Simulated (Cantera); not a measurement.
# Thermodynamics of carbothermic reduction, feed MgO + CO

Input: 1 mol MgO, 2.2 mol CO, held at 1600 °C and 1 atm.

Method: chemical equilibrium by Gibbs-energy minimisation in Cantera with the NASA 1993 tables (ideal gas, pure condensed phases). Candidate condensed phases: C, Mg, MgCO3, MgO; 15 gas species. The numbers say what is thermodynamically allowed, not how fast it happens.

```
Item                                        Value
--------------------------------------  ---------
x(CO)                                       0.999
x(CO2)                                   0.000723
x(Mg)                                    0.000723
n(MgO(s))                               0.998 mol
gas amount                              2.202 mol
log10 activity of C(graphite) (absent)      -1.16
log10 activity of Mg(l) (absent)            -4.43
```
